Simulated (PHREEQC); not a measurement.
0.2 mol of Fluorite (CaF2) is brought to equilibrium with 1 kg of water, with rising amounts of Na2B4O7, at 70 °C. Oxygen is held at 0.21 atm. The system is closed to CO2. Only these solids could form: Fluorite.

Model: ion-association model, phreeqc.dat, run in PHREEQC.

| Na2B4O7 added (mol) | pH | dissolved Ca (mol/kgw) | dissolved F (mol/kgw) |
|---|---|---|---|
| 0 | 6.61 | 0.000258 | 0.000516 |
| 0.0005 | 8.81 | 0.000267 | 0.000534 |
| 0.001 | 8.85 | 0.000274 | 0.000548 |
| 0.0015 | 8.86 | 0.000279 | 0.000559 |
| 0.002 | 8.87 | 0.000284 | 0.000568 |
| 0.0025 | 8.87 | 0.000288 | 0.000577 |
| 0.003 | 8.87 | 0.000292 | 0.000585 |
| 0.0035 | 8.87 | 0.000296 | 0.000592 |
| 0.004 | 8.87 | 0.000299 | 0.000599 |
| 0.0045 | 8.87 | 0.000303 | 0.000605 |
| 0.005 | 8.87 | 0.000306 | 0.000611 |
| 0.0055 | 8.87 | 0.000309 | 0.000617 |
| 0.006 | 8.86 | 0.000311 | 0.000623 |

Species that the database lacks are ignored. At this temperature some constants are extrapolated from 25 °C, and those without enthalpy data are left unchanged. Real BF4- forms and hydrolyses slowly; the run takes it at equilibrium.
